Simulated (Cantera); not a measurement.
## Dilute partial oxidation

An isothermal, constant-pressure homogeneous reactor starts with 2.17 % CH3OH, 3.40 % O2, 94.4 % N2, equivalence ratio 0.96, at 1525 K and 0.940 bar.

Detailed kinetics in Cantera: GRI-Mech 3.0 (53 species, 325 reactions). GRI-Mech 3.0 was tuned for natural gas; its chemistry of methanol as a main component is partial and can be far from experiment. The temperature is held fixed by assumption; the heat of reaction is taken as removed at once.

```tsv
t (s)	x CH3OH	x O2	x C2H2	x NO2	x C2H	x NO
0.000100	0.0210	0.0337	6.90e-10	1.55e-12	<1e-12	2.08e-11
0.000203	0.0182	0.0326	2.33e-9	2.39e-11	<1e-12	9.10e-11
0.000412	0.00475	0.0255	1.78e-8	1.61e-10	<1e-12	7.32e-10
0.000835	<1e-12	0.00762	<1e-12	6.48e-10	<1e-12	7.13e-6
0.00169	<1e-12	0.00442	<1e-12	1.21e-9	<1e-12	1.22e-5
0.00344	<1e-12	0.00299	<1e-12	1.64e-9	<1e-12	1.33e-5
0.00697	<1e-12	0.00222	<1e-12	2.24e-9	<1e-12	1.36e-5
0.0141	<1e-12	0.00180	<1e-12	3.21e-9	<1e-12	1.38e-5
0.0287	<1e-12	0.00158	<1e-12	4.70e-9	<1e-12	1.39e-5
0.0582	<1e-12	0.00147	<1e-12	6.61e-9	<1e-12	1.39e-5
0.118	<1e-12	0.00142	<1e-12	8.14e-9	<1e-12	1.39e-5
0.240	<1e-12	0.00140	<1e-12	8.05e-9	<1e-12	1.39e-5
0.486	<1e-12	0.00139	<1e-12	6.68e-9	<1e-12	1.40e-5
0.986	<1e-12	0.00139	<1e-12	5.70e-9	<1e-12	1.40e-5
2.00	<1e-12	0.00139	<1e-12	5.47e-9	<1e-12	1.40e-5
```
x: mole fraction; the columns are a selection and need not sum to one.

Equilibrium at this temperature and pressure: CH3OH <1e-12, O2 0.00134, C2H2 <1e-12, NO2 4.63e-8, C2H <1e-12, NO 0.000121 (gas phase only).
